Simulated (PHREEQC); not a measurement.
Dissolve 0.0063 mol/kgw HF at 64 °C. Closed to the air; pH follows from the charge balance.

Equilibrium calculation in PHREEQC: ion-association model, phreeqc.dat.

Each row changes one thing in this solution. No solid was allowed to form.

| case | pH | ionic strength (mol/kgw) | HF (mol/kgw) | F- (mol/kgw) | HF2- (mol/kgw) |
|---|---|---|---|---|---|
| as made | 2.90 | 0.00132 | 0.00496 | 0.00129 | 2.81e-5 |
| HF from 0.0063 to 0.00567 mol/kgw | 2.92 | 0.00124 | 0.00441 | 0.00121 | 2.35e-5 |
| 0.003 mol/kgw H3PO4 added | 2.59 | 0.00270 | 0.00554 | 0.000726 | 1.77e-5 |
| HF from 0.0063 to 0.0315 mol/kgw | 2.50 | [?] | 0.0278 | [?] | 0.000364 |
| diluted 2-fold with water | 3.07 | 0.000878 | 0.00226 | 0.000870 | 8.65e-6 |
| HF from 0.0063 to 0.0126 mol/kgw | 2.73 | 0.00196 | 0.0106 | 0.00187 | 8.70e-5 |
| HF from 0.0063 to 0.00063 mol/kgw | 3.50 | 0.000319 | [?] | 0.000319 | [?] |
| HF from 0.0063 to 0.00315 mol/kgw | 3.07 | 0.000878 | 0.00226 | 0.000870 | 8.65e-6 |

Question: Complete the blanks.

Answer: 
- HF from 0.0063 to 0.0315 mol/kgw, ionic strength (mol/kgw): 0.00334
- HF from 0.0063 to 0.0315 mol/kgw, F- (mol/kgw): 0.00298
- HF from 0.0063 to 0.00063 mol/kgw, HF (mol/kgw): 0.000310
- HF from 0.0063 to 0.00063 mol/kgw, HF2- (mol/kgw): 4.35e-7

Away from 25 °C the constants follow the database's enthalpies or fits; those with neither stay at their 25 °C values.
